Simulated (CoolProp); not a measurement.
Saturation properties of 1-butene.

Model: reference Helmholtz-energy equation of state, Lemmon 2005, in CoolProp. It is a short technical equation, of lower accuracy than the large ones.

| T (K) | p (MPa) | vapour density (kg/m³) | enthalpy of vaporisation (kJ/kg) | liquid cp (kJ/(kg K)) | surface tension (mN/m) |
|---|---|---|---|---|---|
| 201.9 | 0.003040 | 0.1020 | 448.7 | 1.969 | 24.9 |
| 210.4 | 0.005561 | 0.1794 | 441.6 | 1.988 | 23.7 |
| 218.9 | 0.009636 | 0.2996 | 434.5 | 2.010 | 22.5 |
| 227.4 | 0.01592 | 0.4780 | 427.3 | 2.033 | 21.3 |
| 235.9 | 0.02521 | 0.7332 | 420.1 | 2.058 | 20.1 |
| 244.4 | 0.03848 | 1.086 | 412.7 | 2.085 | 19.0 |
| 252.9 | 0.05684 | 1.561 | 405.1 | 2.114 | 17.8 |
| 261.4 | 0.08154 | 2.185 | 397.3 | 2.145 | 16.7 |
| 269.9 | 0.1140 | 2.986 | 389.3 | 2.179 | 15.6 |
| 278.4 | 0.1556 | 3.997 | 381.0 | 2.215 | 14.5 |
| 286.9 | 0.2081 | 5.255 | 372.4 | 2.253 | 13.4 |
| 295.4 | 0.2732 | 6.799 | 363.4 | 2.295 | 12.3 |

It boils at 266.8 K under 1 atm.

Surface tension comes from a separate correlation (Mulero 2012).
